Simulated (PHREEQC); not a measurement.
A made-up water analysis in mg/kgw, 45 °C, pH 3.94, pe 8.7: Na 291; K 101; Ca 116; Mg 28.3; Cl 159; S(6) as SO4 938; Ni 2.82; Mn(2) 32.4.

Na is adjusted to close the charge balance.
Valence states are taken as typed.

Equilibrium calculation in PHREEQC: ion-association model, wateq4f.dat.

No solid was allowed to form.

Q: Order these Ni species by the share of Ni that they hold, largest first: NiCl+, Ni+2, NiSO4.

A: Ni+2 (69 %), NiSO4 (31 %), NiCl+ (0.39 %)

The pH is 3.94 and the ionic strength 0.0309 mol/kgw. At this temperature some constants are extrapolated from 25 °C, and those without enthalpy data are left unchanged.
